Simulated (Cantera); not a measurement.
Charge: 1 mol n-butane, 0.14 mol O2, 1.4 mol H2O, held at 0.0170 bar.

Cantera equilibrium calculation (NASA polynomials, part measured and part estimated; ideal gas, pure solids and liquids). Candidate condensed phases: C, C6H6, C7H8, C8H18, H2O; 110 gas species. Kinetics and transport are ignored.

Question: At 1873 K, list the 4 most abundant gas species with their mole fractions, and the condensed phases.

Answer: H2 0.788, CO 0.207, H 0.00439, C2H2 (acetylene) 0.000246. Condensed: C(graphite).
